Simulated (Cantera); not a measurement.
Input (Python, Cantera) and output of one run.

```python
import numpy as np
import cantera as ct

gas_names = [...]  # 148 gases of nasa_gas.yaml made of Al, C, H, N, O
cond_names = """
    AL(cr) AL(L) ALN(s) AL2O3(a) AL2O3(L) C(gr) C6H6(L) C7H8(L) C8H18(L),n-octa H2O(s) H2O(L)
""".split()


# ... load() reads the species with a 1 bar reference pressure and builds the phases ...
atoms = {
    'Al(CH3)3': {'AL': 1, 'C': 3, 'H': 9},
    'O2': {'O': 2},
    'N2': {'N': 2},
}
top_T = {'ALN(s)': 2750, 'C(gr)': 4500}  # K; cautious upper limits of use, not melting points


# ... equilibrate(T, P, feed) seeds the gas with the atoms and calls Mixture.equilibrate('TP', solver="vcs", rtol=1e-11, max_steps=5000) ...
results = []
feed = {'Al(CH3)3': 1, 'O2': 2, 'N2': 3.2}  # mol
T = 1373.15  # K
P = 1333.22  # Pa
mix = equilibrate(T, P, feed)
results.append((T, P, feed, dict(zip(mix.species_names, mix.species_moles))))
x = sorted(zip(gas.X, gas.species_names), reverse=True)
print(f"T = {T:g} K  P = {P:g} Pa  gas = {mix.phase_moles(0):.4g} mol")
print("   x: " + "  ".join(f"{s} {v:.3e}" for v, s in x if v > 1e-06))
print("   condensed (mol): " + ("  ".join(f"{mix.phase(i).name} {mix.phase_moles(i):.4g}"
      for i in range(1, mix.n_phases) if mix.phase_moles(i) > 1e-12) or "none"))
```

It prints:

```
T = 1373.15 K  P = 1333.22 Pa  gas = 10.2 mol
   x: H2 4.411e-01  N2 3.137e-01  CO 2.451e-01  HCN 1.478e-04  H 1.919e-05  CH4 1.305e-05  H2O 6.738e-06  CO2 1.818e-06  HNC 1.591e-06
   condensed (mol): AL2O3(a) 0.5  C(gr) 0.4984
```

Method: chemical equilibrium by Gibbs-energy minimisation in Cantera with the NASA 1993 tables (ideal gas, pure condensed phases). The feed counts by its element totals alone.
